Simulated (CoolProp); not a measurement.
A single-stage vapour-compression cycle with benzene: evaporating at 316.15 K (dew point), condensing at 369.15 K (bubble point), superheat 8 K, subcooling 8 K, compressor efficiency 0.9, no pressure losses. Each further row changes one setting.

Computed with CoolProp (reference Helmholtz-energy equation of state, Thol 2012).

| case | cooling COP | pressure ratio | discharge temperature (K) | refrigerating effect (kJ/kg) | volumetric capacity (kJ/m³) |
|---|---|---|---|---|---|
| as stated | 4.83 | 5.86 | 383.9 | 346 | 280 |
| evaporating temperature 321.15 K | [?] | 4.81 | [?] | 352 | [?] |
| condensing temperature 364.15 K | [?] | 5.09 | 379.1 | 356 | 287 |
| subcooling 13 K | [?] | 5.86 | 383.9 | 356 | 287 |
| superheat 18 K | [?] | 5.86 | 393.5 | 358 | 280 |
| compressor efficiency 0.8 | [?] | 5.86 | 390.1 | 346 | 280 |

Question: Some entries are withheld; supply them.

Answer: 
- evaporating temperature 321.15 K, cooling COP: 5.50
- evaporating temperature 321.15 K, discharge temperature (K): 382.3
- evaporating temperature 321.15 K, volumetric capacity (kJ/m³): 341
- condensing temperature 364.15 K, cooling COP: 5.42
- subcooling 13 K, cooling COP: 4.96
- superheat 18 K, cooling COP: 4.85
- compressor efficiency 0.8, cooling COP: 4.29
